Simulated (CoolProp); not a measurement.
Vapour-liquid equilibrium of ethanol (1) + dimethyl carbonate (2) at 441.5 K; x and y are mole fractions of (1).

The numbers come from the multi-fluid Helmholtz-energy mixture model, Schroeder 2014 and Zhou 2011; pair parameters Bell 2016 in CoolProp.

```
x     bubble pressure (kPa)  y at the bubble point  dew pressure at overall composition x (kPa)  liquid density (mol/L)
----  ---------------------  ---------------------  -------------------------------------------  ----------------------
0.05                  844.3                  0.149                                        772.2                   9.556
0.2                    1091                  0.405                                        886.2                   9.883
0.35                   1263                  0.546                                         1030                   10.28
0.5                    1383                  0.646                                         1205                   10.76
0.65                   1468                  0.734                                         1387                   11.37
0.8                    1522                  0.827                                         1511                   12.13
0.95                   1537                  0.948                                         1537                   13.08
```

y crosses x between x = 0.8 and 0.95: the model has an azeotrope there.

Pair parameters are fitted to limited data, so mixtures are less certain than the pure fluids.
